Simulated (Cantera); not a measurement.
A closed system holds: 1 mol Ni, 9.5 mol NH3, 55 mol N2, equilibrated at 1.33 mbar.

These are equilibrium values from Cantera (NASA tables, ideal gas, pure condensed phases), not measurements of a reactor. Candidate condensed phases: Ni; 10 gas species. Rates play no part.

x: gas mole fraction; n: condensed amount in mol.

```json
[
 {"T (K)": "750", "x N2": "0.807", "x H2": "0.193", "x H": "3.80e-12", "x Ni": "<1e-12", "n Ni(s)": "1.00", "n Ni(l)": "0"},
 {"T (K)": "900", "x N2": "0.807", "x H2": "0.193", "x H": "…", "x Ni": "<1e-12", "n Ni(s)": "1.00", "n Ni(l)": "0"},
 {"T (K)": "1050", "x N2": "0.807", "x H2": "0.193", "x H": "9.75e-8", "x Ni": "1.86e-11", "n Ni(s)": "1.00", "n Ni(l)": "0"},
 {"T (K)": "1200", "x N2": "0.807", "x H2": "0.193", "x H": "…", "x Ni": "…", "n Ni(s)": "1.000", "n Ni(l)": "0"},
 {"T (K)": "1350", "x N2": "0.807", "x H2": "0.193", "x H": "2.86e-5", "x Ni": "9.02e-7", "n Ni(s)": "1.000", "n Ni(l)": "0"},
 {"T (K)": "1500", "x N2": "0.807", "x H2": "0.192", "x H": "0.000211", "x Ni": "3.86e-5", "n Ni(s)": "0.997", "n Ni(l)": "0"},
 {"T (K)": "1650", "x N2": "0.806", "x H2": "0.192", "x H": "0.00109", "x Ni": "0.000823", "n Ni(s)": "0.939", "n Ni(l)": "0"},
 {"T (K)": "1800", "x N2": "0.798", "x H2": "0.188", "x H": "0.00425", "x Ni": "0.00992", "n Ni(s)": "0", "n Ni(l)": "0.257"},
 {"T (K)": "1950", "x N2": "0.791", "x H2": "0.182", "x H": "0.0134", "x Ni": "0.0132", "n Ni(s)": "0", "n Ni(l)": "0"}
]
```

Task: Complete the blanks.

Result: 
- 900, x H: 1.40e-9
- 1200, x H: 2.37e-6
- 1200, x Ni: 8.10e-9
